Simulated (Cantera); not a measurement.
An isothermal, constant-pressure homogeneous reactor starts with C₂H₆ : H₂ : H₂O = 1 : 24 : 0.093 (molar parts), at 1075 K and 2.48 Torr.

Model: GRI-Mech 3.0 (53 species, 325 reactions), integrated in Cantera. GRI-Mech 3.0 stops at C3 and has no aromatics, soot or wall deposition, so with more carbon than oxygen in the feed, carbon stays in small species such as C2H2 where larger ones or solid carbon would form. Radical loss at walls, strong at low pressure, is not modelled.

x: mole fraction; the columns are a selection and need not sum to one.

| t (s) | x C₂H₆ | x H₂ | x CH₄ | x CH₂ | x CH₃ | x C₂H | x H |
|---|---|---|---|---|---|---|---|
| 1.00e-5 | 0.0399 | 0.956 | 5.24e-12 | <1e-12 | 1.55e-9 | <1e-12 | 5.17e-12 |
| 3.35e-5 | 0.0399 | 0.956 | 5.85e-11 | <1e-12 | 5.16e-9 | <1e-12 | 5.58e-11 |
| 0.000112 | 0.0399 | 0.956 | 6.43e-10 | <1e-12 | [?] | <1e-12 | 5.70e-10 |
| 0.000377 | 0.0399 | 0.956 | 6.82e-9 | <1e-12 | 5.19e-8 | <1e-12 | 4.87e-9 |
| 0.00126 | 0.0399 | 0.956 | 6.40e-8 | <1e-12 | 1.33e-7 | <1e-12 | 2.78e-8 |
| 0.00423 | 0.0399 | 0.956 | 4.41e-7 | <1e-12 | 2.19e-7 | <1e-12 | 1.05e-7 |
| 0.0142 | 0.0398 | 0.956 | 2.01e-6 | <1e-12 | 2.45e-7 | <1e-12 | 3.50e-7 |
| 0.0475 | 0.0398 | 0.956 | 8.95e-6 | <1e-12 | 4.06e-7 | <1e-12 | 1.16e-6 |
| 0.159 | 0.0392 | 0.956 | 9.18e-5 | 3.12e-12 | 2.05e-6 | <1e-12 | 3.71e-6 |
| 0.534 | [?] | 0.956 | [?] | 3.88e-11 | 9.60e-6 | <1e-12 | [?] |
| 1.79 | 0.0163 | 0.953 | 0.00934 | 4.44e-11 | 9.11e-6 | <1e-12 | 1.17e-5 |
| 6.00 | 0.00191 | 0.950 | 0.0157 | 7.59e-12 | 2.60e-6 | <1e-12 | 7.44e-6 |

Fill in the missing entries.


- 0.000112, x CH₃: 1.69e-8
- 0.534, x C₂H₆: 0.0342
- 0.534, x CH₄: 0.00161
- 0.534, x H: 9.18e-6
